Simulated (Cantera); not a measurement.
Mixture: CH₃OH : O₂ : N₂ = 1 : 2 : 5.13 (molar parts), equivalence ratio 0.75, at 3.20 bar, adiabatic and at constant volume. Ignition delay is the time to a rise of 400 K.

Model: GRI-Mech 3.0 (53 species, 325 reactions), integrated in Cantera. GRI-Mech 3.0 was tuned for natural gas; its chemistry of methanol as a main component is partial and can be far from experiment.

Q: Predict: delay at 1275 K; delay at 1475 K; delay at 1675 K; delay at 1875 K; apparent activation energy between 1775 and 1975 K.

A: 
| Property | Result |
|---|---|
| delay at 1275 K | 1.05 ms |
| delay at 1475 K | 89.7 µs |
| delay at 1675 K | 15.9 µs |
| delay at 1875 K | 4.33 µs |
| apparent activation energy between 1775 and 1975 K | 170 kJ/mol |
